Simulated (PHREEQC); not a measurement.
1.7 g of hydrous ferric oxide (600 m²/g; 0.2 weak and 0.005 strong sites per Fe, Dzombak-Morel constants, diffuse double layer) in 1 kg of water with 0.3 mol/kgw of an inert sodium salt and 4e-05 mol ZnCl2, at 25 °C; the pH is set by adding NaOH or the inert anion's acid. Oxygen alone is held at its pressure in air (log pO2 = -0.68). The system is closed to CO2. Precipitation was switched off in this run.

Computed with PHREEQC (ion-association model, wateq4f.dat).

```tsv
pH	Zn sorbed (%)	surface charge σ (C/m²)	surface potential ψ (mV)
4	0.1	0.349	123
4.5	1.2	0.319	118
5.5	41.2	0.211	98
6	81.1	0.155	[?]
7	99.5	0.067	47
7.5	99.9	[?]	27
8.5	100.0	-0.020	-16
9	100.0	-0.050	-37
10	100.0	[?]	[?]
10.5	100.0	-0.182	-91
11.5	99.9	-0.294	-114
12	98.4	-0.333	-119
```

**Question.** Fill in the missing entries.

**Answer.** 
- 6, surface potential ψ (mV): 83
- 7.5, surface charge σ (C/m²): 0.035
- 10, surface charge σ (C/m²): -0.130
- 10, surface potential ψ (mV): -74

Species that the database lacks are ignored.
